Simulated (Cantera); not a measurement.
# Low-pressure radical oxidation in H2/O2

An isothermal, constant-pressure homogeneous reactor starts with 0.385 % H₂, 43.3 % O₂, 56.3 % N₂, at 925 K and 20.0 Torr.

Cantera simulation using GRI-Mech 3.0 (53 species, 325 reactions); the numbers are that mechanism's predictions, not measurements. Radical loss at walls, strong at low pressure, is not modelled. Below about 950 K walls govern HO2 and H2O2 in real vessels.

| t (s) | x H₂ | x O₂ | x NO | x H | x H₂O₂ | x H₂O | x OH |
|---|---|---|---|---|---|---|---|
| 3.00e-5 | 0.00385 | 0.433 | <1e-12 | <1e-12 | <1e-12 | <1e-12 | <1e-12 |
| 9.16e-5 | 0.00385 | 0.433 | <1e-12 | <1e-12 | <1e-12 | <1e-12 | <1e-12 |
| 0.000280 | 0.00385 | 0.433 | <1e-12 | <1e-12 | <1e-12 | <1e-12 | <1e-12 |
| 0.000854 | 0.00385 | 0.433 | <1e-12 | 1.29e-12 | <1e-12 | <1e-12 | 1.81e-12 |
| 0.00261 | 0.00385 | 0.433 | <1e-12 | 4.04e-12 | <1e-12 | 1.28e-11 | 9.21e-12 |
| 0.00795 | 0.00385 | 0.433 | <1e-12 | 6.10e-11 | <1e-12 | 4.11e-10 | 1.60e-10 |
| 0.0243 | 0.00385 | 0.433 | <1e-12 | 1.71e-7 | 8.50e-12 | 1.25e-6 | 4.53e-7 |
| 0.0741 | 0.000163 | 0.432 | 1.44e-9 | 4.54e-5 | 5.80e-8 | 0.00363 | 8.95e-5 |
| 0.226 | 1.25e-5 | 0.432 | 1.54e-9 | 1.18e-6 | 1.46e-8 | 0.00384 | 1.63e-5 |
| 0.691 | 1.91e-6 | 0.432 | 1.54e-9 | 6.22e-8 | 7.56e-9 | 0.00386 | 5.70e-6 |
| 2.11 | 3.07e-7 | 0.432 | 1.53e-9 | 3.38e-9 | 3.35e-9 | 0.00386 | 2.19e-6 |
| 6.44 | 3.95e-8 | 0.432 | 1.53e-9 | 2.19e-10 | 1.02e-9 | 0.00386 | 8.96e-7 |
| 19.7 | 3.09e-9 | 0.432 | 1.53e-9 | 1.90e-11 | 2.61e-10 | 0.00386 | 3.99e-7 |
| 60.0 | 1.43e-10 | 0.432 | 1.54e-9 | 2.20e-12 | 7.02e-11 | 0.00386 | 1.95e-7 |
x: mole fraction; the columns are a selection and need not sum to one.

Equilibrium at this temperature and pressure: H₂ <1e-12, O₂ 0.432, NO 1.57e-5, H <1e-12, H₂O₂ <1e-12, H₂O 0.00386, OH 1.38e-8 (gas phase only).
